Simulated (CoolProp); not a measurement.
Vapour-liquid equilibrium of acetone (1) + water (2) at 328.1 K; x and y are mole fractions of (1).

Computed with CoolProp (multi-fluid Helmholtz-energy mixture model, Lemmon 2006 and Wagner 2002; pair parameters Bell 2016).

```tsv
x	bubble pressure (MPa)	y at the bubble point	dew pressure at overall composition x (MPa)	liquid density (mol/L)
0.05	0.04452	0.660	0.01654	49.00
0.15	[?]	0.804	0.01844	40.11
0.25	0.08107	0.829	0.02085	33.54
0.35	0.08262	0.834	0.02396	28.52
0.45	0.08290	[?]	0.02817	24.60
0.55	0.08383	0.839	[?]	21.46
0.65	[?]	0.852	0.04333	18.91
0.75	0.08879	0.876	0.05902	16.81
0.85	0.09226	0.914	0.08559	[?]
0.95	[?]	0.967	0.09478	13.57
```

### Question
Fill in the missing entries.

### Answer

- 0.15, bubble pressure (MPa): 0.07277
- 0.45, y at the bubble point: 0.835
- 0.55, dew pressure at overall composition x (MPa): 0.03416
- 0.65, bubble pressure (MPa): 0.08584
- 0.85, liquid density (mol/L): 15.05
- 0.95, bubble pressure (MPa): 0.09581

No azeotrope shows between x = 0.05 and 0.95.

The pair parameters rest on a limited set of measurements; away from them the model extrapolates. With so large a gap from Raoult's law the liquid may split in two, which this calculation doesn't test in full.
